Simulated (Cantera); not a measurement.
Feed: 1 mol TEOS, 0.39 mol O2, 7.4 mol H2, equilibrated at 22.0 Pa.

Cantera equilibrium calculation (NASA polynomials, part measured and part estimated; ideal gas, pure solids and liquids). Candidate condensed phases: C, C6H6, C7H8, C8H18, H2O, Si, SiC, SiO2; 123 gas species. The feed counts by its element totals alone. The numbers say what is thermodynamically allowed, not how fast it happens. All values below are at 1250 °C.

Base state: H2 0.783, CO 0.215, H 0.00138, SiO 0.000463 (mole fractions); condensed: C(graphite) + SiC(s).

Task: What changes in the equilibrium state with this change: O2 from 0.39 to 17 mol?

Result: 
| species | before | after |
|---|---|---|
| H2O | 5.40e-8 | 0.650 |
| CO2 | 5.52e-9 | 0.299 |
| O2 | <1e-9 | 0.0488 |
| H2 | 0.783 | 0.000508 |
| CO | 0.215 | 0.000626 |
| SiO | 0.000463 | 1.17e-8 |
| OH | <1e-9 | 0.00138 |
| O | <1e-9 | 8.22e-5 |
| H | 0.00138 | 3.51e-5 |
| C(graphite), mol | 2.24 | 0 |
| SiC(s), mol | 0.990 | 0 |
| SiO2(β-quartz), mol | 0 | 1.000 |
The tables hold silica as quartz up to 1696 K and as liquid above; real silica turns to tridymite and cristobalite and melts near 1996 K.

Task: What changes in the equilibrium state with this change: pressure from 22.0 Pa to 10000 Pa?

Result: 
| species | before | after |
|---|---|---|
| H2 | 0.783 | 0.784 |
| CO | 0.215 | 0.215 |
| SiO | 0.000463 | 0.000463 |
| H | 0.00138 | 6.47e-5 |
| CH4 | 3.11e-7 | 0.000142 |
| H2O | 5.40e-8 | 2.46e-5 |
| C(graphite), mol | 2.24 | 2.24 |
| SiC(s), mol | 0.990 | 0.990 |
